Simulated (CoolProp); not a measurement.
Vapour-liquid equilibrium of C2F6 (R116) (1) + R143a (2) at -90.45 °C; x and y are mole fractions of (1).

The numbers come from the multi-fluid Helmholtz-energy mixture model, Lemmon 2006 and Lemmon and Jacobsen 2000; pair parameters Bell 2016 in CoolProp.

| x | bubble pressure, mixture model (MPa) | bubble pressure, Raoult's law (MPa) | y, mixture model | y, Raoult's law |
|---|---|---|---|---|
| 0.05 | 0.01671 | 0.009452 | 0.578 | 0.262 |
| 0.2 | 0.03400 | 0.01577 | 0.814 | 0.627 |
| 0.35 | 0.04130 | 0.02209 | 0.859 | 0.784 |
| 0.5 | 0.04411 | 0.02841 | 0.875 | 0.871 |
| 0.65 | 0.04558 | 0.03473 | 0.886 | 0.926 |
| 0.8 | 0.04720 | 0.04105 | 0.906 | 0.964 |
| 0.95 | 0.04910 | 0.04737 | 0.962 | 0.992 |

The largest gap from Raoult's law is +115.6 % in bubble pressure, at x = 0.2. No azeotrope shows between x = 0.05 and 0.95.

The pair parameters rest on a limited set of measurements; away from them the model extrapolates. With so large a gap from Raoult's law the liquid may split in two, which this calculation doesn't test in full.
